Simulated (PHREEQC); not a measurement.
Copper plating or etch bath

A solution holds 5.1 mmol/kgw CuCl2, 3.7 mmol/kgw HNO3 and 0.069 mmol/kgw KCl, at 25 °C. Closed to the air; pH follows from the charge balance.

Computed with PHREEQC (ion-association model, phreeqc.dat).

Each row changes one thing in this solution. Precipitation was switched off in this run.

```json
[
 {"case": "as made", "pH": "2.48", "ionic strength (mol/kgw)": "0.0189", "CuCl+ (mol/kgw)": "8.27e-5", "CuCl2 (mol/kgw)": "3.42e-7", "CuOH+ (mol/kgw)": "1.05e-8", "Cu2(OH)2+2 (mol/kgw)": "6.29e-11"},
 {"case": "CuCl2 from 0.0051 to 0.051 mol/kgw", "pH": "2.52", "ionic strength (mol/kgw)": "0.148", "CuCl+ (mol/kgw)": "0.00435", "CuCl2 (mol/kgw)": "0.000120", "CuOH+ (mol/kgw)": "7.48e-8", "Cu2(OH)2+2 (mol/kgw)": "4.03e-9"},
 {"case": "KCl from 6.9e-05 to 0.000345 mol/kgw", "pH": "2.48", "ionic strength (mol/kgw)": "0.0192", "CuCl+ (mol/kgw)": "8.46e-5", "CuCl2 (mol/kgw)": "3.59e-7", "CuOH+ (mol/kgw)": "1.05e-8", "Cu2(OH)2+2 (mol/kgw)": "6.28e-11"},
 {"case": "KCl left out", "pH": "2.48", "ionic strength (mol/kgw)": "0.0188", "CuCl+ (mol/kgw)": "8.22e-5", "CuCl2 (mol/kgw)": "3.38e-7", "CuOH+ (mol/kgw)": "1.05e-8", "Cu2(OH)2+2 (mol/kgw)": "6.29e-11"},
 {"case": "temperature from 25 to 10 °C", "pH": "2.48", "ionic strength (mol/kgw)": "?", "CuCl+ (mol/kgw)": "3.90e-5", "CuCl2 (mol/kgw)": "1.38e-7", "CuOH+ (mol/kgw)": "1.06e-8", "Cu2(OH)2+2 (mol/kgw)": "1.34e-11"},
 {"case": "temperature from 25 to 85 °C", "pH": "?", "ionic strength (mol/kgw)": "?", "CuCl+ (mol/kgw)": "0.000738", "CuCl2 (mol/kgw)": "4.78e-6", "CuOH+ (mol/kgw)": "8.89e-9", "Cu2(OH)2+2 (mol/kgw)": "6.63e-9"}
]
```

What belongs in the gaps?


- temperature from 25 to 10 °C, ionic strength (mol/kgw): 0.0190
- temperature from 25 to 85 °C, pH: 2.49
- temperature from 25 to 85 °C, ionic strength (mol/kgw): 0.0176

At this temperature some constants are extrapolated from 25 °C, and those without enthalpy data are left unchanged.
